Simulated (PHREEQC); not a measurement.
Solution (29 °C): 120 mmol/kgw HF and 0.13 mmol/kgw KF. Closed to the air; pH follows from the charge balance.

Computed with PHREEQC (ion-association model, wateq4f.dat).

| quantity | before | after |
|---|---|---|
| pH | 2.09 | 2.25 |
| ionic strength (mol/kgw) | 0.00896 | 0.00622 |
| HF (mol/kgw) | 0.0801 | 0.0442 |
| H2F2 (mol/kgw) | 0.0145 | 0.00441 |
| F- (mol/kgw) | 0.00680 | 0.00529 |
| HF2- (mol/kgw) | 0.00216 | 0.000925 |

**Question.** Name the change that produced these shifts.
A) 0.13 mol/kgw HNO3 added
B) KF left out
C) diluted 10-fold with water
D) HF from 0.12 to 0.06 mol/kgw
E) KF replaced by K2SO4 at the same molality

**Answer.** D, HF from 0.12 to 0.06 mol/kgw

This is a speciation only: nothing precipitates in the calculation. wateq4f.dat counts part of the HF as a dimer, H2F2, which phreeqc.dat doesn't know; its constant is uncertain.
